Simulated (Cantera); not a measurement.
Cantera run:

```python
import numpy as np
import cantera as ct

gas_names = [...]  # 131 gases of nasa_gas.yaml made of C, H, O
cond_names = """
    C(gr) C6H6(L) C7H8(L) C8H18(L),n-octa H2O(s) H2O(L)
""".split()


# ... load() reads the species with a 1 bar reference pressure and builds the phases ...
atoms = {
    'C2H6': {'C': 2, 'H': 6},
    'CO2': {'C': 1, 'O': 2},
    'H2': {'H': 2},
}
top_T = {'C(gr)': 4500}  # K; cautious upper limits of use, not melting points


# ... equilibrate(T, P, feed) seeds the gas with the atoms and calls Mixture.equilibrate('TP', solver="vcs", rtol=1e-11, max_steps=5000) ...
results = []
feed = {'C2H6': 1, 'CO2': 0.079, 'H2': 0.49}  # mol
P = 1000  # Pa
for T in [2500, 2750, 3000, 3250, 3500, 3750, 4000, 4250, 4500, 4750, 5000]:
    mix = equilibrate(T, P, feed)
    results.append((T, P, feed, dict(zip(mix.species_names, mix.species_moles))))

top = {s: max(r[3][s] / sum(r[3][g] for g in gas_names) for r in results) for s in gas_names}
cols = sorted((s for s in top if top[s] > 0.001), key=lambda s: -top[s])[:8]
seen = [c for c in cond_names if any(r[3].get(c, 0) > 1e-12 for r in results)]
print("log10 of partial pressures in bar; condensed amounts in mol")
print(f"{'T/K':>10s}" + "".join(f"{s[:9]:>10s}" for s in cols + seen))
for T, P, feed, n in results:
    ng = sum(n[g] for g in gas_names)
    print(f"{T:10.4g}" + "".join(f"{np.log10(max(n[s] / ng * P / 1e5, 1e-99)):10.3f}" for s in cols)
          + "".join(f"{n.get(c, 0):10.4g}" for c in seen))
```

It prints:

```
log10 of partial pressures in bar; condensed amounts in mol
       T/K         H        H2         C        C3        CO        C2 C2H2,acet       C2H     C(gr)
      2500    -2.666    -2.132    -6.779    -6.304    -3.413    -7.339    -4.098    -5.775     1.853
      2750    -2.326    -2.321    -5.423    -4.773    -3.482    -5.787    -3.872    -4.812     1.746
      3000    -2.148    -2.693    -4.295    -3.506    -3.585    -4.499    -3.900    -4.119     1.009
      3250    -2.094    -3.201    -3.597    -3.206    -3.670    -3.923    -4.627    -4.142         0
      3500    -2.083    -3.709    -3.147    -3.392    -3.706    -3.724    -5.615    -4.492         0
      3750    -2.097    -4.196    -2.850    -3.836    -3.735    -3.739    -6.706    -5.006         0
      4000    -2.109    -4.622    -2.724    -4.627    -3.751    -4.020    -7.926    -5.724         0
      4250    -2.112    -4.985    -2.689    -5.555    -3.756    -4.422    -9.142    -6.503         0
      4500    -2.113    -5.303    -2.679    -6.444    -3.759    -4.822   -10.260    -7.237         0
      4750    -2.113    -5.588    -2.676    -7.254    -3.763    -5.190   -11.269    -7.904         0
      5000    -2.114    -5.844    -2.674    -7.987    -3.780    -5.524   -12.179    -8.507         0
```

Equilibrium computed with Cantera from the NASA thermochemical tables; the gas is ideal and each condensed phase is pure.
